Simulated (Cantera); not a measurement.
**Aluminium nitride and oxide growth: Al + NH3 + N2**

Feed: 1 mol Al, 0.25 mol NH3, 72 mol N2, at 1400 °C and 0.133 bar.

Method: chemical equilibrium by Gibbs-energy minimisation in Cantera with the NASA 1993 tables (ideal gas, pure condensed phases). Candidate condensed phases: Al, AlN; 13 gas species. The numbers say what is thermodynamically allowed, not how fast it happens.

```yaml
x(N2): 0.995
x(H2): 0.00520
x(H): 2.25e-5
n(AlN(s)): 1.000 mol
gas_amount: 72.00 mol
log10 activity of Al(l) (absent): -3.71
```
